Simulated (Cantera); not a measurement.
**Aluminium nitride and oxide growth: Al + H2O + H2**

Feed: 1 mol Al, a varied amount of H2O, 30 mol H2, at 1627 °C and 0.520 bar.

Method: chemical equilibrium by Gibbs-energy minimisation in Cantera with the NASA 1993 tables (ideal gas, pure condensed phases). Candidate condensed phases: Al, Al2O3, H2O; 19 gas species. The tables' values for AlOH are old estimates; treat these amounts as uncertain. Gases not in the tables: Al(OH)3. The numbers say what is thermodynamically allowed, not how fast it happens.

| n(H2O) (mol) | log p H2 | log p H2O | log p Al2O | log p Al | log p H | log p AlH | log p OH | n Al2O3(s) |
|---|---|---|---|---|---|---|---|---|
| 0.71 | -0.29 | -6.16 | -2.34 | -2.66 | -3.25 | -3.26 | -10.20 | 0.146 |
| 1.1 | -0.29 | -5.99 | -2.67 | -2.90 | -3.24 | -3.50 | -10.04 | 0.324 |
| 1.9 | -0.29 | -2.19 | -10.29 | -8.62 | -3.25 | -9.21 | -6.23 | 0.500 |
| 3 | -0.30 | -1.63 | -11.44 | -9.48 | -3.25 | -10.08 | -5.66 | 0.500 |
| 4.9 | -0.33 | -1.30 | -12.15 | -10.01 | -3.26 | -10.63 | -5.32 | 0.500 |
| 7.9 | -0.36 | -1.06 | <-12 | -10.42 | -3.28 | -11.06 | -5.06 | 0.500 |
| 13 | -0.42 | -0.86 | <-12 | -10.80 | -3.31 | -11.47 | -4.83 | 0.500 |
| 21 | -0.49 | -0.70 | <-12 | -11.15 | -3.35 | -11.85 | -4.64 | 0.500 |
log p: log10 of the partial pressure in bar; n: condensed amount in mol.

From 0.71 mol H2O to 21 mol H2O the condensed part is Al2O3(s).
